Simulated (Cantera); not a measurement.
A perfectly stirred reactor is fed with CH4 : CO2 : H2 = 1 : 2.2 : 0.45 (molar parts), at 0.110 bar; it is held at 1975 K, and followed from long to short residence time.

Cantera simulation using GRI-Mech 3.0 (53 species, 325 reactions); the numbers are that mechanism's predictions, not measurements.

Question: What does this change do: pressure from 0.110 bar to 5.00 bar?

Answer: 
| quantity | before | after |
|---|---|---|
| x(CH4) at τ = 7.30 s | 0.000361 | 0.000200 |
| x(CO2) at τ = 7.30 s | 0.0611 | 0.0608 |
| x(H2) at τ = 7.30 s | 0.280 | 0.281 |
| x(CH2O) at τ = 7.30 s | 3.72e-7 | 3.33e-7 |
| x(C2H) at τ = 7.30 s | 4.78e-9 | 1.10e-10 |
| x(CH4) at τ = 79.0 ms | 0.0116 | 0.00688 |
| x(CO2) at τ = 79.0 ms | 0.107 | 0.0716 |
| x(H2) at τ = 79.0 ms | 0.221 | 0.259 |
| x(CH2O) at τ = 79.0 ms | 1.76e-5 | 2.17e-6 |
| x(C2H) at τ = 79.0 ms | 2.64e-6 | 1.22e-7 |

Question: What does this change do: CO2 2.2 to 0.93 parts?

Answer: 
```tsv
quantity	before	after
x(CH4) at τ = 7.30 s	0.000361	0.00187
x(CO2) at τ = 7.30 s	0.0611	0.00197
x(H2) at τ = 7.30 s	0.280	0.546
x(CH2O) at τ = 7.30 s	3.72e-7	6.44e-8
x(C2H) at τ = 7.30 s	4.78e-9	1.26e-6
x(CH4) at τ = 79.0 ms	0.0116	0.0184
x(CO2) at τ = 79.0 ms	0.107	0.0291
x(H2) at τ = 79.0 ms	0.221	0.431
x(CH2O) at τ = 79.0 ms	1.76e-5	5.95e-6
x(C2H) at τ = 79.0 ms	2.64e-6	5.78e-6
```
